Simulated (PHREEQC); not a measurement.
0.2 g of hydrous ferric oxide (600 m²/g; 0.2 weak and 0.005 strong sites per Fe, Dzombak-Morel constants, diffuse double layer) in 1 kg of water with 0.3 mol/kgw of an inert sodium salt and 5e-05 mol Na2SO4, at 25 °C; the pH is set by adding NaOH or the inert anion's acid. Oxygen is held at 0.21 atm. CO2 from the air is kept out. Nothing may precipitate in this run.

Model: ion-association model, wateq4f.dat, run in PHREEQC.

```json
[
 {"pH": "4", "S sorbed (%)": "66.1", "surface charge σ (C/m²)": "0.300", "surface potential ψ (mV)": "115"},
 {"pH": "4.75", "S sorbed (%)": "56.2", "surface charge σ (C/m²)": "0.261", "surface potential ψ (mV)": "108"},
 {"pH": "5.12", "S sorbed (%)": "46.5", "surface charge σ (C/m²)": "0.231", "surface potential ψ (mV)": "102"},
 {"pH": "5.88", "S sorbed (%)": "20.4", "surface charge σ (C/m²)": "0.159", "surface potential ψ (mV)": "84"},
 {"pH": "6.25", "S sorbed (%)": "10.3", "surface charge σ (C/m²)": "0.125", "surface potential ψ (mV)": "73"},
 {"pH": "7", "S sorbed (%)": "1.5", "surface charge σ (C/m²)": "0.066", "surface potential ψ (mV)": "46"},
 {"pH": "7.75", "S sorbed (%)": "0.1", "surface charge σ (C/m²)": "0.020", "surface potential ψ (mV)": "15"},
 {"pH": "8.12", "S sorbed (%)": "0.0", "surface charge σ (C/m²)": "-0.001", "surface potential ψ (mV)": "0"},
 {"pH": "8.88", "S sorbed (%)": "0.0", "surface charge σ (C/m²)": "-0.044", "surface potential ψ (mV)": "-33"},
 {"pH": "9.25", "S sorbed (%)": "0.0", "surface charge σ (C/m²)": "-0.068", "surface potential ψ (mV)": "-48"},
 {"pH": "10", "S sorbed (%)": "0.0", "surface charge σ (C/m²)": "-0.132", "surface potential ψ (mV)": "-75"}
]
```

Species that the database lacks are ignored.
